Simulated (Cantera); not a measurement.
An adiabatic, constant-pressure homogeneous reactor starts with CH₄ : O₂ : N₂ : CO₂ = 1 : 5.13 : 19.3 : 1.7 (molar parts), at 1600 K and 413 Torr.

Computed with Cantera and GRI-Mech 3.0 (53 species, 325 reactions).

**Question.** Predict: time of steepest temperature rise; temperature at 0.500 s; equilibrium temperature; x(O₂) at 0.500 s; x(CO₂) at 0.500 s; x(N₂O) at 0.500 s; x(OH) at 0.500 s.

**Answer.** 
- time of steepest temperature rise = 0.708 ms
- temperature at 0.500 s = 2265 K
- equilibrium temperature = 2264 K
- x(O₂) at 0.500 s = 0.110 (gas-phase equilibrium 0.110)
- x(CO₂) at 0.500 s = 0.0955 (gas-phase equilibrium 0.0955)
- x(N₂O) at 0.500 s = 3.86e-7 (gas-phase equilibrium 3.88e-7)
- x(OH) at 0.500 s = 0.00532 (gas-phase equilibrium 0.00531)
